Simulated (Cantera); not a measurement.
A freely propagating, adiabatic, planar premixed flame of C3H8 : O2 : N2 = 1 : 3.57 : 13.4 (molar parts), equivalence ratio 1.4, unburnt at 625 K and 0.280 bar; mixture-averaged transport, grid criteria slope 0.08 and curve 0.16, no radiation.

Model: GRI-Mech 3.0 (53 species, 325 reactions), integrated in Cantera. GRI-Mech 3.0 was tuned for natural gas; its chemistry of propane as a main component is partial and can be far from experiment. Burning velocities carry a grid error of a few per cent, more on coarse grids.

**Question.** How do the results move with these cheaper or finer settings: unity-Lewis-number transport; multicomponent transport; multicomponent+Soret transport; grid criteria slope 0.5, curve 1; grid criteria slope 0.25, curve 0.5; grid criteria slope 0.03, curve 0.06?

**Answer.** 
| setting | laminar burning velocity | thermal thickness | peak x(CH2CO) | peak x(HCN) | grid points |
|---|---|---|---|---|---|
| as above | 159 cm/s | 0.898 mm | 0.00187 | 3.04e-5 | 145 |
| unity-Lewis-number transport | 97.6 cm/s | 1.18 mm | 0.00103 | 3.14e-5 | 135 |
| multicomponent transport | 158 cm/s | 0.910 mm | 0.00187 | 3.05e-5 | 146 |
| multicomponent+Soret transport | 156 cm/s | 0.902 mm | 0.00189 | 3.02e-5 | 146 |
| grid criteria slope 0.5, curve 1 | 178 cm/s | 1.02 mm | 0.00179 | 2.75e-5 | 50 |
| grid criteria slope 0.25, curve 0.5 | 169 cm/s | 0.959 mm | 0.00187 | 3.02e-5 | 71 |
| grid criteria slope 0.03, curve 0.06 | 157 cm/s | 0.887 mm | 0.00187 | 2.98e-5 | 338 |
The base run took roughly 9 core-seconds.
Unity Lewis numbers drop preferential diffusion, which matters most where H2 and H carry the flame; Soret adds thermal diffusion.
